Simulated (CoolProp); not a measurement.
Vapour-liquid equilibrium of CHF3 (R23) (1) + n-pentane (2) at 269.6 K; x and y are mole fractions of (1).

The numbers come from the multi-fluid Helmholtz-energy mixture model, Penoncello 2003 and Thol 2019; pair parameters Bell 2016 in CoolProp.

```json
[
 {"x": "0.05", "bubble pressure, mixture model (MPa)": "0.3381", "bubble pressure, Raoult's law (MPa)": "0.1329", "y, mixture model": "0.935", "y, Raoult's law": "0.852"},
 {"x": "0.2", "bubble pressure, mixture model (MPa)": "(withheld)", "bubble pressure, Raoult's law (MPa)": "0.4693", "y, mixture model": "0.977", "y, Raoult's law": "0.965"},
 {"x": "0.35", "bubble pressure, mixture model (MPa)": "1.685", "bubble pressure, Raoult's law (MPa)": "0.8057", "y, mixture model": "0.982", "y, Raoult's law": "0.983"},
 {"x": "0.5", "bubble pressure, mixture model (MPa)": "(withheld)", "bubble pressure, Raoult's law (MPa)": "1.142", "y, mixture model": "0.983", "y, Raoult's law": "0.991"},
 {"x": "0.65", "bubble pressure, mixture model (MPa)": "(withheld)", "bubble pressure, Raoult's law (MPa)": "1.479", "y, mixture model": "0.983", "y, Raoult's law": "0.995"},
 {"x": "0.8", "bubble pressure, mixture model (MPa)": "1.883", "bubble pressure, Raoult's law (MPa)": "1.815", "y, mixture model": "0.984", "y, Raoult's law": "0.998"},
 {"x": "0.95", "bubble pressure, mixture model (MPa)": "2.126", "bubble pressure, Raoult's law (MPa)": "2.151", "y, mixture model": "0.993", "y, Raoult's law": "1.000"}
]
```

**Question.** Complete the blanks.

**Answer.** 
- 0.2, bubble pressure, mixture model (MPa): 1.196
- 0.5, bubble pressure, mixture model (MPa): 1.814
- 0.65, bubble pressure, mixture model (MPa): 1.816

The largest gap from Raoult's law is +154.8 % in bubble pressure, at x = 0.2. No azeotrope shows between x = 0.05 and 0.95.

Pair parameters are fitted to limited data, so mixtures are less certain than the pure fluids. The gap from Raoult's law changes sign with composition, which may be real or a fault of the pair parameters; it wasn't checked against measurements. With so large a gap from Raoult's law the liquid may split in two, which this calculation doesn't test in full.
